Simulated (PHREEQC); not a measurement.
Consider water at 25 °C with 0.0057 mol/kgw ZnSO4, 0.016 mol/kgw MgSO4, 0.18 mol/kgw H2SO4 and 0.001 mol/kgw NaCl. Closed to the air; pH follows from the charge balance.

The numbers come from PHREEQC with the ion-association model, phreeqc.dat.

Task: The ionic strength comes out as 0.270 mol/kgw. What activity coefficients do ZnCl+, HSO4-, Na+, SO4-2, Zn+2 get?

Result: ZnCl+ 0.70, HSO4- 0.74, Na+ 0.73, SO4-2 0.26, Zn+2 0.27.

This is a speciation only: nothing precipitates in the calculation.
